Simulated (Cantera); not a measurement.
A perfectly stirred reactor is fed with 2.70 % CH3OH, 0.897 % O2, 96.4 % N2, at 14.0 bar; it is held at 1600 K, and followed from long to short residence time.

Detailed kinetics in Cantera: GRI-Mech 3.0 (53 species, 325 reactions). GRI-Mech 3.0 was tuned for natural gas; its chemistry of methanol as a main component is partial and can be far from experiment. The pressure lies above the range GRI-Mech 3.0 was tuned for (to about 10 atm).

x: mole fraction; the columns are a selection and need not sum to one.

| τ (s) | x CH3OH | x O2 | x CH2CO | x NO | x CO |
|---|---|---|---|---|---|
| 2.0 | 1.49e-6 | 1.10e-5 | 1.22e-7 | 2.49e-10 | 0.0212 |
| 0.85 | 3.17e-6 | 2.33e-5 | 1.88e-7 | 3.66e-10 | 0.0211 |
| 0.36 | 6.15e-6 | 4.43e-5 | 2.67e-7 | 6.13e-10 | 0.0213 |
| 0.15 | 1.02e-5 | 7.15e-5 | 3.20e-7 | ? | 0.0219 |
| 0.066 | 1.37e-5 | 9.31e-5 | 3.08e-7 | ? | 0.0224 |
| 0.028 | 1.74e-5 | 0.000116 | 2.80e-7 | ? | 0.0227 |
| 0.012 | 2.44e-5 | 0.000160 | 3.12e-7 | ? | 0.0229 |
| 0.0051 | 3.82e-5 | 0.000244 | 4.21e-7 | ? | 0.0231 |
| 0.0022 | 6.34e-5 | 0.000386 | 6.16e-7 | ? | 0.0233 |
| 0.00092 | 0.000113 | 0.000630 | 9.34e-7 | ? | 0.0234 |
| 0.00039 | 0.000211 | 0.00102 | 1.40e-6 | ? | 0.0235 |

Q: Some entries are withheld; supply them.

A: 
- 0.15, x NO: 1.06e-9
- 0.066, x NO: 1.78e-9
- 0.028, x NO: 3.35e-9
- 0.012, x NO: 7.02e-9
- 0.0051, x NO: 1.52e-8
- 0.0022, x NO: 3.07e-8
- 0.00092, x NO: 5.63e-8
- 0.00039, x NO: 8.28e-8
